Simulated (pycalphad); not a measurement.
All values are pycalphad results on the COST 507 light-alloy database (1999) (1 atm), not direct measurements. No gas phase is included, though pure Mg would boil below 1377 °C. The data set is of 1999 and partly superseded. Kinetics are ignored, which matters at the lower temperatures.

Molar enthalpy of Mg-5.781Al-4.488Si (wt.%) in equilibrium (SER reference):

```json
[
 {"T (°C)": "1377", "H (kJ/mol)": "49.66", "phases": "liquid"},
 {"T (°C)": "1277", "H (kJ/mol)": "46.27", "phases": "liquid"},
 {"T (°C)": "1177", "H (kJ/mol)": "42.88", "phases": "liquid"},
 {"T (°C)": "1077", "H (kJ/mol)": "39.49", "phases": "liquid"},
 {"T (°C)": "977", "H (kJ/mol)": "36.10", "phases": "liquid"},
 {"T (°C)": "877", "H (kJ/mol)": "32.71", "phases": "liquid"},
 {"T (°C)": "827", "H (kJ/mol)": "31.02", "phases": "liquid"},
 {"T (°C)": "777", "H (kJ/mol)": "29.33", "phases": "liquid"},
 {"T (°C)": "677", "H (kJ/mol)": "24.52", "phases": "liquid + MG2SI"},
 {"T (°C)": "577", "H (kJ/mol)": "15.16", "phases": "hcp + liquid + MG2SI"},
 {"T (°C)": "477", "H (kJ/mol)": "10.09", "phases": "hcp + MG2SI"},
 {"T (°C)": "427", "H (kJ/mol)": "8.64", "phases": "hcp + MG2SI"},
 {"T (°C)": "377", "H (kJ/mol)": "7.21", "phases": "hcp + MG2SI"},
 {"T (°C)": "277", "H (kJ/mol)": "4.32", "phases": "hcp + MG2SI + ALMG_GAMMA"},
 {"T (°C)": "177", "H (kJ/mol)": "1.32", "phases": "hcp + MG2SI + ALMG_GAMMA"},
 {"T (°C)": "77", "H (kJ/mol)": "-1.43", "phases": "hcp + MG2SI + ALMG_GAMMA"}
]
```

Cooling from 777 °C to 477 °C, across the freezing range, releases 19.2 kJ/mol, or 782 J/g. The slope is 34 J/(mol K) in the liquid and 29 J/(mol K) just below the solidus, where it includes any heat of precipitation. Liquidus 740 °C, solidus 522 °C. Changes were sought between steps of 50 K, so a narrower field can be missed.

Database names, with the compositions (at.%) that they take in these runs: MG2SI: Mg 67 Si 33; ALMG_GAMMA: Mg 59 Al 41.
